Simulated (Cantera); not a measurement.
A Cantera script and its output.

```python
import numpy as np
import cantera as ct

gas = ct.Solution("h2o2.yaml")


def delay(T, t_max=10):
    gas.TPX = T, 101325, {'H2': 1, 'O2': 0.847, 'N2': 3.19, 'H2O': 0.064}
    reactor = ct.IdealGasConstPressureReactor(gas, clone=False)
    net = ct.ReactorNet([reactor])
    net.rtol, net.atol = 1e-8, 1e-16
    while net.time < t_max:
        t_old, T_old = net.time, reactor.T
        net.step()
        if reactor.T > T + 400:  # ignition: a rise of 400 K
            return t_old + (T + 400 - T_old) / (reactor.T - T_old) * (net.time - t_old)
    return np.nan


taus = []
for T in [950, 1000, 1050, 1100, 1150, 1200, 1250]:
    taus.append(delay(T))
    print(f"T0 = {T:6g} K   tau = {taus[-1]:.4e} s")
```

Result:

```
T0 =    950 K   tau = 2.2071e-02 s
T0 =   1000 K   tau = 3.7153e-04 s
T0 =   1050 K   tau = 1.5558e-04 s
T0 =   1100 K   tau = 9.5170e-05 s
T0 =   1150 K   tau = 6.6629e-05 s
T0 =   1200 K   tau = 5.0331e-05 s
T0 =   1250 K   tau = 4.0101e-05 s
```

Computed with Cantera and the H2/O2 subset of GRI-Mech 3.0, which has no nitrogen chemistry.
